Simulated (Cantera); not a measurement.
Charge: 1 mol AlF3, 2.5 mol H2O, 170 mol H2, held at 75.0 Pa.

Method: chemical equilibrium by Gibbs-energy minimisation in Cantera with the NASA 1993 tables (ideal gas, pure condensed phases). Candidate condensed phases: Al, AlF3, Al2O3, H2O; 38 gas species. The tables' values for AlOF, AlF2 are old estimates; treat these amounts as uncertain. Kinetics and transport are ignored.

x: gas mole fraction; n: condensed amount in mol.

```json
[
 {"T (K)": "750", "x H2": "0.977", "x H": "1.14e-11", "x HF": "0.0172", "x H2O": "0.00575", "x AlF": "<1e-12", "x AlF2O": "9.74e-10", "x AlOF": "<1e-12", "n Al2O3(s)": "0.500"},
 {"T (K)": "900", "x H2": "0.977", "x H": "…", "x HF": "0.0172", "x H2O": "0.00575", "x AlF": "<1e-12", "x AlF2O": "…", "x AlOF": "<1e-12", "n Al2O3(s)": "0.500"},
 {"T (K)": "1050", "x H2": "0.977", "x H": "2.93e-7", "x HF": "0.0172", "x H2O": "0.00575", "x AlF": "<1e-12", "x AlF2O": "9.34e-7", "x AlOF": "<1e-12", "n Al2O3(s)": "0.500"},
 {"T (K)": "1200", "x H2": "0.977", "x H": "7.12e-6", "x HF": "0.0172", "x H2O": "0.00575", "x AlF": "1.68e-10", "x AlF2O": "7.78e-6", "x AlOF": "5.88e-11", "n Al2O3(s)": "0.499"},
 {"T (K)": "1350", "x H2": "0.977", "x H": "8.60e-5", "x HF": "0.0172", "x H2O": "0.00577", "x AlF": "2.77e-8", "x AlF2O": "3.96e-5", "x AlOF": "4.88e-9", "n Al2O3(s)": "0.497"},
 {"T (K)": "1500", "x H2": "0.976", "x H": "0.000635", "x HF": "0.0170", "x H2O": "0.00582", "x AlF": "1.56e-6", "x AlF2O": "0.000141", "x AlOF": "1.62e-7", "n Al2O3(s)": "0.488"},
 {"T (K)": "1650", "x H2": "0.974", "x H": "0.00327", "x HF": "0.0164", "x H2O": "0.00599", "x AlF": "3.91e-5", "x AlF2O": "0.000374", "x AlOF": "2.72e-6", "n Al2O3(s)": "0.464"},
 {"T (K)": "1800", "x H2": "0.964", "x H": "…", "x HF": "0.0152", "x H2O": "…", "x AlF": "…", "x AlF2O": "…", "x AlOF": "2.55e-5", "n Al2O3(s)": "…"},
 {"T (K)": "1950", "x H2": "0.934", "x H": "0.0405", "x HF": "0.0127", "x H2O": "0.00947", "x AlF": "0.00221", "x AlF2O": "0.000897", "x AlOF": "0.000133", "n Al2O3(s)": "0.208"}
]
```

Q: What belongs in the gaps?

A: 
- 900, x H: 4.22e-9
- 900, x AlF2O: 5.40e-8
- 1800, x H: 0.0128
- 1800, x H2O: 0.00677
- 1800, x AlF: 0.000456
- 1800, x AlF2O: 0.000721
- 1800, n Al2O3(s): 0.394
